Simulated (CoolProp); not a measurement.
Properties of R1123 along the isobar 5860 kPa.

Values from CoolProp's reference Helmholtz-energy equation of state, Akasaka 2020.

```tsv
T (°C)	phase	density (kg/m³)	speed of sound (m/s)	fugacity coefficient
-45.55	liquid	1310	782.1	0.04143
-31.75	liquid	1266	712.3	0.07021
-18.05	liquid	1220	643.9	0.1101
-4.25	liquid	1169	575.5	0.1626
9.55	liquid	1114	506.9	0.2278
23.25	liquid	1052	437.6	0.3042
37.05	liquid	976.9	364.4	0.3909
50.85	liquid	879.9	282.5	0.4841
64.55	supercritical	712.7	176.5	0.5768
78.35	supercritical	358.2	132.9	0.6498
92.15	supercritical	266.6	149.4	0.6984
```
